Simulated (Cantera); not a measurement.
Input: 1 mol CH₂F₂, 0.085 mol CH₄, held at 1700 °C and 1.00 bar.

Cantera equilibrium calculation (NASA polynomials, part measured and part estimated; ideal gas, pure solids and liquids). Candidate condensed phases: C, C₆H₆, C₇H₈, C₈H₁₈; 95 gas species. Rates play no part.

Base state: HF 0.921, H₂ 0.0781, H 0.000377, C₂H₂ (acetylene) 5.00e-5 (mole fractions); condensed: C(graphite).

Q: What changes in the equilibrium state with this change: CH₄ from 0.085 to 0.61 mol?

A: 
```tsv
species	before	after
HF	0.921	0.621
H₂	0.0781	0.378
H	0.000377	0.000830
CH₄	2.78e-6	6.52e-5
C₂H₂ (acetylene)	5.00e-5	0.000242
C(graphite), mol	1.08	1.61
```

Q: What changes in the equilibrium state with this change: pressure from 1.00 bar to 0.133 bar?

A: 
| species | before | after |
|---|---|---|
| HF | 0.921 | 0.921 |
| H₂ | 0.0781 | 0.0777 |
| H | 0.000377 | 0.00103 |
| C₂H₂ (acetylene) | 5.00e-5 | 4.98e-5 |
| C(graphite), mol | 1.08 | 1.08 |
